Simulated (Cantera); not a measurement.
CHF3 + H2 (fluorocarbon and chlorocarbon gases)

Charge: 1 mol CHF3, 3.1 mol H2, equilibrated at 1.00 bar.

Method: chemical equilibrium by Gibbs-energy minimisation in Cantera with the NASA 1993 tables (ideal gas, pure condensed phases). Candidate condensed phases: C, C6H6, C7H8, C8H18; 95 gas species. Kinetics and transport are ignored.

From 2773 K to 3223 K the condensed part is C(graphite). The main C-bearing gas is C2H2 (acetylene) throughout. The share of C in condensed phases is highest at 2773 K (87.7 %) and lowest at 3223 K (52.0 %).

```tsv
T (K)	x HF	x H2	x H	x C2H2 (acetylene)	x C2H	n C(graphite)
2773	0.575	0.368	0.0451	0.0112	0.000166	0.877
2848	0.571	0.357	0.0577	0.0139	0.000308	0.843
2923	0.566	0.343	0.0725	0.0170	0.000550	0.803
2998	0.560	0.327	0.0897	0.0202	0.000951	0.754
3073	0.553	0.309	0.109	0.0236	0.00159	0.694
3148	0.545	0.289	0.131	0.0271	0.00258	0.619
3223	0.535	0.267	0.154	0.0303	0.00405	0.520
```
x: gas mole fraction; n: condensed amount in mol.
